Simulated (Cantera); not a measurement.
Charge: 1 mol SiHCl₃, 1.2 mol N₂, at 1823.15 K and 23.0 Pa.

Equilibrium computed with Cantera from the NASA thermochemical tables; the gas is ideal and each condensed phase is pure. Candidate condensed phases: NH₄Cl, Si, Si₃N₄; 28 gas species. The tables' values for SiCl₃, SiCl are old estimates; treat these amounts as uncertain. Equilibrium is a limit: real reactors are often held back by kinetics, nucleation or transport.

**Question.** What is the equilibrium state?

**Answer.** 
| Quantity | Value |
|---|---|
| x(N₂) | 0.367 |
| x(SiCl₂) | 0.300 |
| x(HCl) | 0.263 |
| x(Cl) | 0.0411 |
| x(H₂) | 0.0195 |
| x(H) | 0.00399 |
| x(SiCl₃) | 0.00391 |
| x(SiCl) | 0.00117 |
| x(Si) | 0.000544 |
| gas amount | 3.271 mol |
| log10 activity of Si(l) (absent) | -1.55 |
